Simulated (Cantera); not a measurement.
Feed: 1 mol Si₃N₄, 0.12 mol O₂, 1.5 mol H₂, held at 33.0 Pa.

Equilibrium computed with Cantera from the NASA thermochemical tables; the gas is ideal and each condensed phase is pure. Candidate condensed phases: H₂O, Si, SiO₂, Si₂N₂O, Si₃N₄; 35 gas species. The tables' values for SiN are old estimates; treat these amounts as uncertain. Gases not in the tables: Si₂H₆ and higher silanes. Rates play no part. All values below are at 1900 K.

Base state: N₂ 0.507, H₂ 0.367, SiO 0.0608, Si 0.0382, H 0.0265, SiH 0.000365, Si₂ 0.000307, Si₂N 0.000239 (mole fractions); condensed: Si(l).

Task: What changes in the equilibrium state with this change: pressure from 33.0 Pa to 13300 Pa?

Result: 
```tsv
species	before	after
H₂	0.367	0.678
N₂	0.507	0.309
SiO	0.0608	0.0109
Si	0.0382	9.46e-5
H	0.0265	0.00179
Si₂	0.000307	7.60e-7
Si₃	6.93e-5	1.71e-7
Si₂N	0.000239	9.30e-6
SiN	0.000165	6.43e-6
SiH	0.000365	2.47e-5
Si(l), mol	2.60	0.892
Si₂N₂O(s), mol	0	0.216
Si₃N₄(s), mol	0	0.551
```
Mutual solubility and eutectic melting of coexisting phases are not modelled.
